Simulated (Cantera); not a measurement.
Cantera run, input and output.

```python
import numpy as np
import cantera as ct

gas = ct.Solution("gri30.yaml")


def delay(T, t_max=10):
    gas.TPX = T, 500000, {'CH4': 1, 'O2': 3.51, 'N2': 23.9}
    reactor = ct.IdealGasReactor(gas, clone=False)
    net = ct.ReactorNet([reactor])
    net.rtol, net.atol = 1e-8, 1e-16
    while net.time < t_max:
        t_old, T_old = net.time, reactor.T
        net.step()
        if reactor.T > T + 400:  # ignition: a rise of 400 K
            return t_old + (T + 400 - T_old) / (reactor.T - T_old) * (net.time - t_old)
    return np.nan


taus = []
for T in [1300, 1400, 1500, 1600, 1700, 1800, 1900]:
    taus.append(delay(T))
    print(f"T0 = {T:6g} K   tau = {taus[-1]:.4e} s")
```

Result:

```
T0 =   1300 K   tau = 3.7560e-03 s
T0 =   1400 K   tau = 1.2190e-03 s
T0 =   1500 K   tau = 4.3443e-04 s
T0 =   1600 K   tau = 1.7128e-04 s
T0 =   1700 K   tau = 7.5579e-05 s
T0 =   1800 K   tau = 3.7282e-05 s
T0 =   1900 K   tau = 2.0297e-05 s
```

Cantera simulation using GRI-Mech 3.0 (53 species, 325 reactions); the numbers are that mechanism's predictions, not measurements.
